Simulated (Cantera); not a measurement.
Charge: 1 mol SO₂, 0.12 mol H₂, 6.4 mol N₂, equilibrated at 1575 K and 100 Torr.

Cantera equilibrium calculation (NASA polynomials, part measured and part estimated; ideal gas, pure solids and liquids). Candidate condensed phases: H₂O, H₂SO₄, S; 35 gas species. Equilibrium is a limit: real reactors are often held back by kinetics, nucleation or transport.

Base state: N₂ 0.854, SO₂ 0.125, H₂O 0.0149, S₂ 0.00311, SO 0.00189, H₂ 0.000998, S₂O 0.000138, H₂S 5.22e-5 (mole fractions); condensed: gas only.

Problem. What changes in the equilibrium state with this change: temperature from 1575 K to 2723 K?

Solution. 
| species | before | after |
|---|---|---|
| N₂ | 0.854 | 0.820 |
| SO₂ | 0.125 | 0.0830 |
| SO | 0.00189 | 0.0404 |
| O | 5.92e-9 | 0.0112 |
| O₂ | 4.07e-8 | 0.0105 |
| H₂O | 0.0149 | 0.00593 |
| NO | 7.95e-7 | 0.00753 |
| OH | 1.96e-6 | 0.00523 |

Problem. What changes in the equilibrium state with this change: temperature from 1575 K to 1825 K?

Solution. 
```csv
species,before,after
N₂,0.854,0.853
SO₂,0.125,0.123
H₂O,0.0149,0.0141
SO,0.00189,0.00588
S₂,0.00311,0.00190
NO,7.95e-7,1.54e-5
OH,1.96e-6,2.85e-5
```

Problem. What changes in the equilibrium state with this change: temperature from 1575 K to 775 K?

Solution. 
```csv
species,before,after
N₂,0.854,0.855
SO₂,0.125,0.126
H₂O,0.0149,0.0157
SO,0.00189,1.35e-7
H₂,0.000998,5.35e-6
S,1.42e-5,<1e-9
SH,3.79e-5,8.34e-9
H₂S,5.22e-5,0.000360
S₂O,0.000138,0.000209
S₂,0.00311,0.00358
```
Gases not in the tables: S₃ to S₇.
